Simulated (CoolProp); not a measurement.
Vapour pressure (MPa) of carbonyl sulfide: the reference equation beside estimates from Tc = 378.8 K, pc = 6.369 MPa, ω = 0.098.

Values from CoolProp's reference Helmholtz-energy equation of state, Lemmon 2006. It is a short technical equation, of lower accuracy than the large ones.

| T (K) | reference | Lee-Kesler | Peng-Robinson |
|---|---|---|---|
| 286.2 | 0.9409 | 0.9428 | 0.9402 |
| 290.9 | 1.066 | 1.068 | 1.065 |
| 295.5 | 1.199 | 1.202 | 1.199 |
| 300.1 | 1.344 | 1.348 | 1.345 |
| 304.8 | 1.506 | 1.509 | 1.507 |
| 309.4 | 1.677 | 1.680 | 1.679 |
| 314.1 | 1.865 | 1.869 | 1.869 |
| 318.7 | 2.064 | 2.068 | 2.070 |
| 323.3 | 2.278 | 2.282 | 2.286 |
| 328 | 2.513 | 2.516 | 2.524 |
| 332.6 | 2.759 | 2.763 | 2.773 |
| 337.2 | 3.023 | 3.026 | 3.040 |
| 341.9 | 3.310 | 3.314 | 3.331 |
| 346.5 | 3.611 | 3.615 | 3.635 |
| 351.1 | 3.931 | 3.936 | 3.959 |

Absolute difference from the reference over all 15 rows, mean and median: Lee-Kesler 0.2 and 0.2 %, Peng-Robinson 0.3 and 0.3 %.
